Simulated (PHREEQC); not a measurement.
1.3 g of hydrous ferric oxide (600 m²/g; 0.2 weak and 0.005 strong sites per Fe, Dzombak-Morel constants, diffuse double layer) in 1 kg of water with 0.3 mol/kgw of an inert sodium salt and 0.0027 mol Ag2SO4, at 25 °C; the pH is set by adding NaOH or the inert anion's acid. Oxygen alone is held at its pressure in air (log pO2 = -0.68). CO2 from the air is kept out. Nothing may precipitate in this run.

Base run: PHREEQC, ion-association model, wateq4f.dat. Each further column changes one thing. The table gives Ag sorbed (%).

```
pH   base  no electrostatic term (-no_edl)  background salt from 0.3 to 0.03 mol/kgw  oxide from 1.3 to 6.5 g/kgw
---  ----  -------------------------------  ----------------------------------------  ---------------------------
4     0.0                              0.0                                       0.0                          0.1
4.5   0.1                              0.0                                       0.1                          1.0
5     0.5                              0.1                                       0.5                          [?]
6     1.6                              1.1                                       1.6                          8.3
6.5   2.9                              1.8                                       2.9                         14.0
7     7.0                              4.6                                       7.3                         29.2
7.5  16.2                              [?]                                       [?]                         53.8
8    29.2                             29.2                                      30.5                         76.8
9    47.8                             46.1                                       [?]                         96.5
9.5  50.7                             48.5                                       [?]                         98.7
10   51.7                              [?]                                      53.0                          [?]
```

**Question.** What belongs in the gaps?

**Answer.** 
- 5, oxide from 1.3 to 6.5 g/kgw: 3.6
- 7.5, no electrostatic term (-no_edl): 14.5
- 7.5, background salt from 0.3 to 0.03 mol/kgw: 17.3
- 9, background salt from 0.3 to 0.03 mol/kgw: 49.1
- 9.5, background salt from 0.3 to 0.03 mol/kgw: 52.0
- 10, no electrostatic term (-no_edl): 49.3
- 10, oxide from 1.3 to 6.5 g/kgw: 99.5

In at least one series the solution becomes supersaturated in solids that the run did not let form, among them Ag2O.
